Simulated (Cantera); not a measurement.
Feed: 1 mol Fe₂O₃, 400 mol H₂, 0.078 mol H₂O, equilibrated at 2500 Pa.

These are equilibrium values from Cantera (NASA tables, ideal gas, pure condensed phases), not measurements of a reactor. Candidate condensed phases: Fe, FeO, Fe(OH)₂, Fe(OH)₃, Fe₂O₃, Fe₃O₄, H₂O; 12 gas species. Equilibrium is a limit: real reactors are often held back by kinetics, nucleation or transport.

### Question
Which condensed phases are stable at each of these points (T (K)): 1000, 1050, 1100, 1150, 1200, 1250, 1300, 1350, 1400, 1450, 1500, 1550?

### Answer
```tsv
T (K)	condensed phases	Fe condensed (%)
1000	Fe(α)	100.0
1050	Fe(α)	100.0
1100	Fe(α)	100.0
1150	Fe(α)	100.0
1200	Fe(γ)	100.0
1250	Fe(γ)	100.0
1300	Fe(γ)	100.0
1350	Fe(γ)	100.0
1400	Fe(γ)	100.0
1450	Fe(γ)	100.0
1500	Fe(γ)	99.9
1550	Fe(γ)	99.7
```

From 1000 K to 1150 K the condensed part is Fe(α). From 1200 K to 1550 K the condensed part is Fe(γ).
